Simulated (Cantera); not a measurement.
A freely propagating, adiabatic, planar premixed flame of CH₄ : CO : O₂ : N₂ = 1 : 0.055 : 1.56 : 7.02 (molar parts), equivalence ratio 1.3, unburnt at 350 K and 10.0 bar; mixture-averaged transport, grid criteria slope 0.08 and curve 0.16, no radiation.

Cantera simulation using GRI-Mech 3.0 (53 species, 325 reactions); the numbers are that mechanism's predictions, not measurements. Burning velocities carry a grid error of a few per cent, more on coarse grids.

### Question
Predict: laminar burning velocity; thermal thickness; peak x(C₂H₂); peak x(H₂O₂).

### Answer
| Item | Result |
|---|---|
| laminar burning velocity | 6.04 cm/s |
| thermal thickness | 0.261 mm |
| peak x(C₂H₂) | 0.00162 |
| peak x(H₂O₂) | 6.53e-5 |
